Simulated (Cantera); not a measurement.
An adiabatic, constant-volume homogeneous reactor starts with C₃H₈ : O₂ : N₂ = 1 : 10.6 : 40 (molar parts), at 1525 K and 7.10 bar. Integrator tolerance rtol = 1e-08.

Model: GRI-Mech 3.0 (53 species, 325 reactions), integrated in Cantera. GRI-Mech 3.0 was tuned for natural gas; its chemistry of propane as a main component is partial and can be far from experiment.

Problem. What does this change do: pressure from 7.10 bar to 12.0 bar?

Solution. 
| quantity | before | after |
|---|---|---|
| time of steepest temperature rise | 17.3 µs | 13.1 µs |
| temperature at 0.400 s | 2650 K | 2663 K |
| equilibrium temperature | 2650 K | 2663 K |
| x(C₃H₈) at 0.400 s | <1e-12 (gas-phase equilibrium <1e-12) | <1e-12 (gas-phase equilibrium <1e-12) |
| x(O₂) at 0.400 s | 0.0951 (gas-phase equilibrium 0.0951) | 0.0950 (gas-phase equilibrium 0.0950) |
| x(NO) at 0.400 s | 0.0194 (gas-phase equilibrium 0.0194) | 0.0198 (gas-phase equilibrium 0.0198) |
| x(CO) at 0.400 s | 0.00377 (gas-phase equilibrium 0.00377) | 0.00313 (gas-phase equilibrium 0.00313) |
| x(NO₂) at 0.400 s | 3.55e-5 (gas-phase equilibrium 3.55e-5) | 4.66e-5 (gas-phase equilibrium 4.66e-5) |
| x(HCO) at 0.400 s | 2.01e-9 (gas-phase equilibrium 2.01e-9) | 2.04e-9 (gas-phase equilibrium 2.04e-9) |
| x(CH₃) at 0.400 s | <1e-12 (gas-phase equilibrium <1e-12) | <1e-12 (gas-phase equilibrium <1e-12) |
The pressure lies above the range GRI-Mech 3.0 was tuned for (to about 10 atm).
